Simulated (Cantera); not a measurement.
Input: 1 mol C2H6, 0.89 mol NH3, 8.3 mol N2, at 57000 Pa.

Equilibrium computed with Cantera from the NASA thermochemical tables; the gas is ideal and each condensed phase is pure. Candidate condensed phases: C, C6H6, C7H8, C8H18; 92 gas species. The numbers say what is thermodynamically allowed, not how fast it happens.

Problem. What share of the C ends up in condensed phases as a function of T (K), at 1473, 1523, 1573, 1623, 1673, 1723, 1773, 1823, 1873, 1923, 1973, 2023, 2073?

Solution. 
```
T (K)  C condensed (%)           as
-----  ---------------  -----------
1473              99.6  C(graphite)
1523              99.5  C(graphite)
1573              99.4  C(graphite)
1623              99.2  C(graphite)
1673              98.9  C(graphite)
1723              98.6  C(graphite)
1773              98.2  C(graphite)
1823              97.7  C(graphite)
1873              97.1  C(graphite)
1923              96.3  C(graphite)
1973              95.4  C(graphite)
2023              94.4  C(graphite)
2073              93.2  C(graphite)
```
